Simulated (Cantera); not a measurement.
## Premixed flame

A freely propagating, adiabatic, planar premixed flame of CH3OH : O2 : N2 = 1 : 1.15 : 4.34 (molar parts), unburnt at 573 K and 0.133 bar; mixture-averaged transport, grid criteria slope 0.08 and curve 0.16, no radiation.

Model: GRI-Mech 3.0 (53 species, 325 reactions), integrated in Cantera. GRI-Mech 3.0 was tuned for natural gas; its chemistry of methanol as a main component is partial and can be far from experiment. Burning velocities carry a grid error of a few per cent, more on coarse grids.

```csv
z (mm),T (K),u (m/s),x CH3OH,x O2,x H,x NO2,x CO2,x OH
-4.40,573,1.72,0.154,0.177,<1e-8,<1e-8,2.97e-7,<1e-8
-2.93,576,1.74,0.153,0.175,<1e-8,<1e-8,4.34e-6,<1e-8
-2.20,585,1.78,0.151,0.173,<1e-8,<1e-8,2.75e-5,<1e-8
-1.47,648,2.01,0.145,0.166,5.01e-8,2.21e-8,0.000277,<1e-8
-0.733,988,3.20,0.109,0.134,1.10e-5,1.11e-7,0.00286,4.18e-6
-0.366,1358,4.57,0.0600,0.0985,0.000278,1.03e-7,0.00746,0.000187
0,1722,6.02,0.0110,0.0625,0.00325,2.17e-8,0.0155,0.00186
0.366,1854,6.56,0.000330,0.0392,0.0107,<1e-8,0.0255,0.00485
0.733,1882,6.65,2.36e-6,0.0244,0.0169,<1e-8,0.0356,0.00754
1.47,1906,6.70,<1e-8,0.0128,0.0221,<1e-8,0.0510,0.00956
2.93,1927,6.74,<1e-8,0.00894,0.0237,<1e-8,0.0637,0.00991
5.86,1949,6.80,<1e-8,0.00791,0.0229,<1e-8,0.0680,0.00982
11.7,1980,6.89,<1e-8,0.00713,0.0207,<1e-8,0.0686,0.00962
```
x: mole fraction of selected species; z is measured from the peak of heat release.

The laminar burning velocity comes out as 171 cm/s, the thermal thickness is 1.47 mm and the peak x(H) is 0.0237. The peak x(OH) is 0.00991. The grid points comes out as 155.
